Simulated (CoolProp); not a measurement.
A closed Brayton cycle with carbon dioxide: compressor inlet 328.15 K and 8.6 MPa, high pressure 23.8 MPa, turbine inlet 680 K, compressor efficiency 0.8, turbine efficiency 0.9, recuperator effectiveness 0 (on enthalpy, no pinch check). Each further row changes one setting.

The numbers come from the reference Helmholtz-energy equation of state, Span 1996 in CoolProp.

| case | thermal efficiency (%) | net work (kJ/kg) | compressor to turbine work | compressor exit (K) | turbine exit (K) |
|---|---|---|---|---|---|
| as stated | 13.6 | 49.0 | 0.54 | 415.6 | 570.8 |
| turbine inlet 630 K | 13.1 | 38.9 | 0.59 | 415.6 | 524.8 |
| compressor inlet 338.15 K | 12.7 | 42.1 | 0.60 | 432.3 | 570.8 |
| high pressure 20.2 MPa | 11.8 | 44.4 | 0.51 | 401.0 | 588.0 |
| recuperator effectiveness 0.5 | 18.1 | 49.0 | 0.54 | 415.6 | 570.8 |
